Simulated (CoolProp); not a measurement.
Vapour-liquid equilibrium of n-heptane (1) + p-xylene (2) at 0.178 MPa; x and y are mole fractions of (1).

The numbers come from the multi-fluid Helmholtz-energy mixture model, Span 2003 and Zhou 2012; pair parameters Bell 2016 in CoolProp.

```tsv
x	bubble temperature (K)	y at the bubble point	dew temperature at overall composition x (K)	liquid density (mol/L)
0.05	429.6	0.136	432.3	6.842
0.125	424.0	0.296	429.9	6.782
0.2	419.4	0.420	427.4	6.716
0.275	415.4	0.519	424.8	6.645
0.35	411.9	0.600	422.1	6.572
0.425	408.8	0.668	419.2	6.498
0.5	406.0	0.726	416.1	6.422
0.575	403.4	0.778	412.9	6.347
0.65	401.1	0.824	409.6	6.271
0.725	399.0	0.867	406.0	6.197
0.8	396.9	0.906	402.3	6.123
0.875	395.0	0.943	398.5	6.050
0.95	393.1	0.977	394.6	5.978
```

No azeotrope shows between x = 0.05 and 0.95.

The pair parameters rest on a limited set of measurements; away from them the model extrapolates.
